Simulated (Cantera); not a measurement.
Feed: 1 mol Si₂H₆, 0.34 mol O₃, 70 mol H₂, held at 3.70 mbar.

Method: chemical equilibrium by Gibbs-energy minimisation in Cantera with the NASA 1993 tables (ideal gas, pure condensed phases). Candidate condensed phases: H₂O, Si, SiO₂; 18 gas species. The feed counts by its element totals alone. Rates play no part. All values below are at 1423 K.

Base state: H₂ 0.986, SiO 0.0138, H 0.000108 (mole fractions); condensed: Si(s).

Problem. What changes in the equilibrium state with this change: pressure from 3.70 mbar to 0.610 bar?

Solution. 
```
species                before     after
-------------------  --------  --------
H₂                      0.986     1.000
SiO                    0.0138  0.000193
H                    0.000108   8.50e-6
Si(s), mol              0.980      1.48
SiO₂(β-quartz), mol         0     0.503
```
Mutual solubility and eutectic melting of coexisting phases are not modelled. The tables hold silica as quartz up to 1696 K and as liquid above; real silica turns to tridymite and cristobalite and melts near 1996 K.

Problem. What changes in the equilibrium state with this change: O₃ from 0.34 to 2.2 mol?

Solution. 
```csv
species,before,after
H₂,0.986,0.964
H₂O,5.91e-7,0.0356
H,0.000108,0.000107
SiO,0.0138,1.19e-6
"Si(s), mol",0.980,0
"SiO₂(β-quartz), mol",0,2.00
```
The tables hold silica as quartz up to 1696 K and as liquid above; real silica turns to tridymite and cristobalite and melts near 1996 K.
